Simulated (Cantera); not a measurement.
Cantera with NASA thermochemical tables; ideal gases at 1 bar, condensed phases pure. Values are per mole of reaction as written; species without (g) are pure solids or liquids, kept so even where they would boil at 1 bar.

2 TiCl4 + TiO(g) = 2 TiCl3(g) + TiOCl2(g)

```json
[
 {"T (K)": "300", "ΔH° (kJ)": "[?]", "ΔS° (J/K)": "[?]", "ΔG° (kJ)": "[?]", "log10 K": "[?]"},
 {"T (K)": "350", "ΔH° (kJ)": "-75.5", "ΔS° (J/K)": "200.1", "ΔG° (kJ)": "-145.6", "log10 K": "21.72"},
 {"T (K)": "375", "ΔH° (kJ)": "-78.0", "ΔS° (J/K)": "193.4", "ΔG° (kJ)": "-150.5", "log10 K": "20.96"},
 {"T (K)": "400", "ΔH° (kJ)": "[?]", "ΔS° (J/K)": "[?]", "ΔG° (kJ)": "[?]", "log10 K": "[?]"},
 {"T (K)": "425", "ΔH° (kJ)": "[?]", "ΔS° (J/K)": "[?]", "ΔG° (kJ)": "[?]", "log10 K": "[?]"},
 {"T (K)": "450", "ΔH° (kJ)": "-84.9", "ΔS° (J/K)": "176.5", "ΔG° (kJ)": "-164.3", "log10 K": "19.07"},
 {"T (K)": "475", "ΔH° (kJ)": "-87.1", "ΔS° (J/K)": "171.7", "ΔG° (kJ)": "-168.7", "log10 K": "18.55"},
 {"T (K)": "500", "ΔH° (kJ)": "-89.4", "ΔS° (J/K)": "167.1", "ΔG° (kJ)": "-172.9", "log10 K": "18.06"},
 {"T (K)": "525", "ΔH° (kJ)": "-91.5", "ΔS° (J/K)": "162.9", "ΔG° (kJ)": "-177.0", "log10 K": "17.61"},
 {"T (K)": "550", "ΔH° (kJ)": "-93.7", "ΔS° (J/K)": "158.8", "ΔG° (kJ)": "-181.1", "log10 K": "17.20"}
]
```

Q: Fill in the missing entries.

A: 
- 300, ΔH° (kJ): -70.4
- 300, ΔS° (J/K): 215.8
- 300, ΔG° (kJ): -135.2
- 300, log10 K: 23.54
- 400, ΔH° (kJ): -80.3
- 400, ΔS° (J/K): 187.3
- 400, ΔG° (kJ): -155.2
- 400, log10 K: 20.27
- 425, ΔH° (kJ): -82.6
- 425, ΔS° (J/K): 181.7
- 425, ΔG° (kJ): -159.9
- 425, log10 K: 19.65
